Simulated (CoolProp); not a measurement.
Model: reference Helmholtz-energy equation of state, Akasaka 2022, in CoolProp.

**Question.** For R1233zd(E), give the phase and the density (kg/m³), cv (kJ/(kg K)), speed of sound (m/s), expansivity (1/kK) at 174.5 K and 0.0782 MPa; 271.2 K and 1.49 MPa.

**Answer.** 
- 174.5 K and 0.0782 MPa: liquid; density 1530, cv 0.675, speed of sound 1200, expansivity 1.31
- 271.2 K and 1.49 MPa: liquid; density 1330, cv 0.786, speed of sound 806, expansivity 1.68
